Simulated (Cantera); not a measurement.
A closed system holds: 1 mol Cu, 0.45 mol CO, 48 mol H2, held at 21.0 bar.

Equilibrium computed with Cantera from the NASA thermochemical tables; the gas is ideal and each condensed phase is pure. Candidate condensed phases: C, C6H6, C7H8, C8H18, Cu, CuO, Cu(OH)2, Cu2O, H2O; 113 gas species. Equilibrium is a limit: real reactors are often held back by kinetics, nucleation or transport. All values below are at 1823 K.

Base state: H2 0.990, CO 0.00849, H2O 0.000813, CH4 0.000811, H 9.41e-5, Cu 3.35e-5 (mole fractions); condensed: Cu(l).

**Question.** What changes in the equilibrium state with this change: Cu replaced by Pb?

**Answer.** 
| species | before | after |
|---|---|---|
| H2 | 0.990 | 0.975 |
| Pb | 0 | 0.0150 |
| CO | 0.00849 | 0.00837 |
| Cu | 3.35e-5 | 0 |
| Pb2 | 0 | 3.33e-5 |
| CH4 | 0.000811 | 0.000788 |
| H2O | 0.000813 | 0.000789 |
| H | 9.41e-5 | 9.34e-5 |
| Cu(l), mol | 0.998 | 0 |
| Pb(l), mol | 0 | 0.260 |
Further candidate phases: Pb, PbO, PbO2, Pb3O4.

**Question.** What changes in the equilibrium state with this change: CO from 0.45 to 6.2 mol?

**Answer.** 
```tsv
species	before	after
H2	0.990	0.882
CO	0.00849	0.112
CH4	0.000811	0.00251
Cu	3.35e-5	3.35e-5
CO2	1.78e-6	8.01e-5
H2O	0.000813	0.00246
H	9.41e-5	8.88e-5
Cu(l), mol	0.998	0.998
```
